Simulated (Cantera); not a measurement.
A closed system holds: 1 mol TEOS, 0.13 mol N2O, at 1548 K and 1300 Pa.

Method: chemical equilibrium by Gibbs-energy minimisation in Cantera with the NASA 1993 tables (ideal gas, pure condensed phases). Candidate condensed phases: C, C6H6, C7H8, C8H18, H2O, Si, SiC, SiO2, Si2N2O, Si3N4; 151 gas species. The feed counts by its element totals alone. Kinetics and transport are ignored.

What is the equilibrium state?


```json
{
  "x(H2)": "0.701",
  "x(CO)": "0.289",
  "x(N2)": "0.00906",
  "x(SiO)": "0.000688",
  "x(H)": "0.000226",
  "x(HCN)": "0.000117",
  "x(CH4)": "1.31e-5",
  "x(C2H2 (acetylene))": "1.10e-5",
  "x(H2O)": "3.23e-6",
  "n(C(graphite))": "2.89 mol",
  "n(SiC(s))": "0.990 mol",
  "gas_amount": "14.26 mol",
  "log10 activity of Si(s) (absent)": "-2.06"
}
```
